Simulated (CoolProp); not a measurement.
Vapour-liquid equilibrium of toluene (1) + ethylbenzene (2) at 429.8 K; x and y are mole fractions of (1).

The numbers come from the multi-fluid Helmholtz-energy mixture model, Lemmon 2006 and Zhou 2012; pair parameters Bell 2016 in CoolProp.

```json
[
 {"x": "0.05", "bubble pressure (MPa)": "0.1779", "y at the bubble point": "0.087", "dew pressure at overall composition x (MPa)": "0.1746", "liquid density (mol/L)": "7.009"},
 {"x": "0.15", "bubble pressure (MPa)": "0.1923", "y at the bubble point": "0.239", "dew pressure at overall composition x (MPa)": "0.1836", "liquid density (mol/L)": "7.096"},
 {"x": "0.25", "bubble pressure (MPa)": "0.2063", "y at the bubble point": "0.369", "dew pressure at overall composition x (MPa)": "0.1934", "liquid density (mol/L)": "7.186"},
 {"x": "0.35", "bubble pressure (MPa)": "0.2201", "y at the bubble point": "0.483", "dew pressure at overall composition x (MPa)": "0.2041", "liquid density (mol/L)": "7.279"},
 {"x": "0.45", "bubble pressure (MPa)": "0.2342", "y at the bubble point": "0.587", "dew pressure at overall composition x (MPa)": "0.2159", "liquid density (mol/L)": "7.373"},
 {"x": "0.55", "bubble pressure (MPa)": "0.2485", "y at the bubble point": "0.680", "dew pressure at overall composition x (MPa)": "0.2290", "liquid density (mol/L)": "7.470"},
 {"x": "0.65", "bubble pressure (MPa)": "0.2634", "y at the bubble point": "0.765", "dew pressure at overall composition x (MPa)": "0.2437", "liquid density (mol/L)": "7.568"},
 {"x": "0.75", "bubble pressure (MPa)": "0.2787", "y at the bubble point": "0.842", "dew pressure at overall composition x (MPa)": "0.2605", "liquid density (mol/L)": "7.667"},
 {"x": "0.85", "bubble pressure (MPa)": "0.2946", "y at the bubble point": "0.911", "dew pressure at overall composition x (MPa)": "0.2804", "liquid density (mol/L)": "7.767"},
 {"x": "0.95", "bubble pressure (MPa)": "0.3110", "y at the bubble point": "0.972", "dew pressure at overall composition x (MPa)": "0.3047", "liquid density (mol/L)": "7.867"}
]
```

No azeotrope shows between x = 0.05 and 0.95.

The pair parameters rest on a limited set of measurements; away from them the model extrapolates.
